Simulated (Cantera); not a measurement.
An adiabatic, constant-volume homogeneous reactor starts with CH4 : CO : O2 : N2 = 1 : 0.74 : 0.988 : 3.71 (molar parts), equivalence ratio 2.4, at 1375 K and 3750 Torr.

Detailed kinetics in Cantera: GRI-Mech 3.0 (53 species, 325 reactions).

Question: Predict: time of steepest temperature rise; temperature at 0.800 s; equilibrium temperature; x(CH4) at 0.800 s; x(CO) at 0.800 s; x(O2) at 0.800 s; x(HCO) at 0.800 s; x(N2O) at 0.800 s.

Answer: 
```
Quantity                                                             Value
---------------------------------  ---------------------------------------
time of steepest temperature rise                                  2.67 ms
temperature at 0.800 s                                              2620 K
equilibrium temperature                                             2620 K
x(CH4) at 0.800 s                  1.88e-9 (gas-phase equilibrium 2.09e-9)
x(CO) at 0.800 s                       0.211 (gas-phase equilibrium 0.211)
x(O2) at 0.800 s                   4.62e-6 (gas-phase equilibrium 4.62e-6)
x(HCO) at 0.800 s                  1.40e-6 (gas-phase equilibrium 1.40e-6)
x(N2O) at 0.800 s                  1.54e-8 (gas-phase equilibrium 1.54e-8)
```
